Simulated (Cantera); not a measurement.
Feed: 1 mol Al, 1.4 mol CO2, 8.7 mol N2, held at 1298.15 K and 0.100 bar.

Equilibrium computed with Cantera from the NASA thermochemical tables; the gas is ideal and each condensed phase is pure. Candidate condensed phases: Al, AlN, Al2O3, C; 32 gas species. The numbers say what is thermodynamically allowed, not how fast it happens.

Base state: N2 0.870, CO 0.130 (mole fractions); condensed: Al2O3(s) + C(graphite).

Question: What changes in the equilibrium state with this change: CO2 from 1.4 to 0.077 mol?

Answer: 
```tsv
species	before	after
N2	0.870	0.996
CO	0.130	0.00381
Al2O3(s), mol	0.500	0.0408
C(graphite), mol	0.100	0.0455
AlN(s), mol	0	0.918
```
Mutual solubility and eutectic melting of coexisting phases are not modelled.

Question: What changes in the equilibrium state with this change: 0.0084 mol NH3 added?

Answer: 
```csv
species,before,after
N2,0.870,0.869
CO,0.130,0.130
H2,0,0.00125
"Al2O3(s), mol",0.500,0.500
"C(graphite), mol",0.100,0.100
```
Further candidate phases: C6H6, C7H8, C8H18, H2O.
